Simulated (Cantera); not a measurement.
Charge: 1 mol C₆H₆, 0.04 mol O₂, 1.1 mol H₂, equilibrated at 975 K and 133 Pa.

These are equilibrium values from Cantera (NASA tables, ideal gas, pure condensed phases), not measurements of a reactor. Candidate condensed phases: C, C₆H₆, C₇H₈, C₈H₁₈, H₂O; 110 gas species. Equilibrium is a limit: real reactors are often held back by kinetics, nucleation or transport.

Base state: H₂ 0.981, CO 0.0191, CH₄ 0.000161, H₂O 1.50e-5 (mole fractions); condensed: C(graphite).

### Question
What changes in the equilibrium state with this change: temperature from 975 K to 2850 K?

### Answer
```csv
species,before,after
H,3.10e-8,0.828
H₂,0.981,0.0967
C₃,<1e-9,0.0433
CO,0.0191,0.0101
C,<1e-9,0.00846
C₂H,<1e-9,0.00446
"C(graphite), mol",5.92,4.60
```
